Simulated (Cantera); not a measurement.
Input (Python, Cantera) and output of one run.

```python
import numpy as np
import cantera as ct

gas_names = """
    H HO2 H2 H2O H2O2 O OH O2 O3 Ti TiO TiO2
""".split()
cond_names = """
    H2O(s) H2O(L) Ti(a) Ti(b) Ti(L) TiO(a) TiO(b) TiO(L) TiO2(ru) TiO2(L) Ti2O3(a) Ti2O3(b) Ti2O3(L)
    Ti3O5(a) Ti3O5(b) Ti3O5(L) Ti4O7(s) Ti4O7(L)
""".split()


def load(file, names, dense=False):
    # The tables refer to 1 bar. Condensed volumes are neglected.
    table = {s.name: s for s in ct.Species.list_from_file(file)}
    out = []
    for n in names:
        d = dict(table[n].input_data)
        d["thermo"] = dict(d["thermo"], **{"reference-pressure": 1e5})
        if dense:
            d["equation-of-state"] = {"model": "constant-volume", "density": "1e6 g/cm^3"}
        out.append(ct.Species.from_dict(d))
    return out


gas = ct.Solution(thermo="ideal-gas", species=load("nasa_gas.yaml", gas_names))
cond = {s.name: ct.Solution(thermo="fixed-stoichiometry", species=[s], name=s.name)
        for s in load("nasa_condensed.yaml", cond_names, dense=True)}
atoms = {
    'Ti': {'Ti': 1},
    'O2': {'O': 2},
    'H2': {'H': 2},
}
top_T = {}  # K; cautious upper limits of use, not melting points


def equilibrate(T, P, feed):
    n = {}
    for name, mol in feed.items():
        for a, k in atoms[name].items():
            n[a] = n.get(a, 0.0) + k * mol
    gas.TPX = T, P, n
    mass = sum(n.values()) * gas.mean_molecular_weight
    gas.equilibrate("TP")
    valid = [c for c in cond.values() if c.min_temp <= T <= top_T.get(c.name, c.max_temp)]
    mix = ct.Mixture([(gas, mass / gas.mean_molecular_weight)] + [(c, 0.0) for c in valid])
    mix.T, mix.P = T, P
    mix.equilibrate("TP", solver="vcs", rtol=1e-11, max_steps=5000)
    return mix


results = []
feed = {'Ti': 1, 'O2': 0.18, 'H2': 120}  # mol
T = 1050  # K
P = 1000  # Pa
mix = equilibrate(T, P, feed)
results.append((T, P, feed, dict(zip(mix.species_names, mix.species_moles))))
x = sorted(zip(gas.X, gas.species_names), reverse=True)
print(f"T = {T:g} K  P = {P:g} Pa  gas = {mix.phase_moles(0):.4g} mol")
print("   x: " + "  ".join(f"{s} {v:.3e}" for v, s in x if v > 1e-06))
print("   condensed (mol): " + ("  ".join(f"{mix.phase(i).name} {mix.phase_moles(i):.4g}"
      for i in range(1, mix.n_phases) if mix.phase_moles(i) > 1e-12) or "none"))
```

Result:

```
T = 1050 K  P = 1000 Pa  gas = 120 mol
   x: H2 1.000e+00
   condensed (mol): Ti(a) 0.64  TiO(a) 0.36
```

Cantera equilibrium calculation (NASA polynomials, part measured and part estimated; ideal gas, pure solids and liquids). Mutual solubility and eutectic melting of coexisting phases are not modelled. TiO: taken at fixed stoichiometry. Condensed phases not in the tables: N, O or C dissolved in the metal.
